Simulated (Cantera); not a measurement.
An adiabatic, constant-volume homogeneous reactor starts with CH3OH : O2 : N2 = 1 : 0.938 : 11.2 (molar parts), equivalence ratio 1.6, at 1750 K and 405 Torr.

Computed with Cantera and GRI-Mech 3.0 (53 species, 325 reactions). GRI-Mech 3.0 was tuned for natural gas; its chemistry of methanol as a main component is partial and can be far from experiment.

### Question
Predict: time of steepest temperature rise; temperature at 3.00 s; equilibrium temperature; x(O2) at 3.00 s; x(CO2) at 3.00 s.

### Answer
* **time of steepest temperature rise**: 73.8 µs
* **temperature at 3.00 s**: 2550 K
* **equilibrium temperature**: 2550 K
* **x(O2) at 3.00 s**: 0.000619 (gas-phase equilibrium 0.000619)
* **x(CO2) at 3.00 s**: 0.0227 (gas-phase equilibrium 0.0227)
